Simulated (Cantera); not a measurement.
An isothermal plug-flow reactor at 1248 K and 750 Torr (inlet), inlet velocity 4.9 m/s, active area per volume 2300 1/m; feed 0.273 % CH4, 16.8 % O2, 82.9 % N2.

Model: Deutschmann's 1995 Pt surface mechanism with GRI-Mech 3.0 gas chemistry, integrated in Cantera. Catalytic surfaces can have several steady states; this one follows from the mechanism file's or the stated starting coverage. Mass transfer to the wall is taken as infinitely fast.

One state of this run: x CH4 = 0.000139; x O2 = 0.163; x H2O = 0.00514; x CO2 = 0.00255; x CO = 2.50e-7; θ free Pt = 0.436; θ O* = 0.563. x: gas mole fraction; θ: surface coverage.

**Question.** Which value of z (m) does it belong to?
(A) 0.0048
(B) 0.0029
(C) 0.013
(D) 0.001

**Answer.** C, 0.013
